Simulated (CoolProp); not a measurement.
Vapour-liquid equilibrium of m-xylene (1) + o-xylene (2) at 5.9 bar; x and y are mole fractions of (1).

The numbers come from the multi-fluid Helmholtz-energy mixture model, Zhou 2012 and Zhou 2012; pair parameters Bell 2016 in CoolProp.

Question: Give the bubble temperature and the first vapour's composition at x = 0.05, 0.65, 0.875. Is there an azeotrope?

Answer: x = 0.05: 498.9 K, y = 0.054; x = 0.65: 494.8 K, y = 0.672; x = 0.875: 493.4 K, y = 0.885. No azeotrope shows between x = 0.05 and 0.95.

Pair parameters are fitted to limited data, so mixtures are less certain than the pure fluids.
